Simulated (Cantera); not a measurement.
Input: 1 mol Si2Cl6, 2.6 mol N2, 1.7 mol H2, 0.28 mol NH3, at 850 °C.

Method: chemical equilibrium by Gibbs-energy minimisation in Cantera with the NASA 1993 tables (ideal gas, pure condensed phases). Candidate condensed phases: NH4Cl, Si, Si3N4; 28 gas species. The feed counts by its element totals alone. The tables' values for SiCl3 are old estimates; treat these amounts as uncertain. The numbers say what is thermodynamically allowed, not how fast it happens.

x: gas mole fraction; n: condensed amount in mol.

```
P (Pa)  x HCl   x N2    x H2  x SiCl4   x SiCl2   x SiCl3  x SiHCl3  n Si3N4(s)
------  -----  -----  ------  -------  --------  --------  --------  ----------
5       0.479  0.304  0.0920   0.0992    0.0147    0.0108  0.000327       0.400
36      0.459  0.308   0.107    0.118   0.00307   0.00539  0.000471       0.401
260     0.430  0.314     [?]    0.130       [?]   0.00254       [?]       0.388
1900    0.397  0.320   0.141    0.140  0.000121   0.00117  0.000850       0.372
14000     [?]  0.327     [?]    0.149       [?]  0.000532       [?]       0.354
100000  0.331  0.333   0.176    0.158   4.67e-6  0.000244   0.00144       0.337
```

Q: Some entries are withheld; supply them.

A: 
- 260, x H2: 0.124
- 260, x SiCl2: 0.000616
- 260, x SiHCl3: 0.000640
- 14000, x HCl: 0.364
- 14000, x H2: 0.159
- 14000, x SiCl2: 2.35e-5
- 14000, x SiHCl3: 0.00111
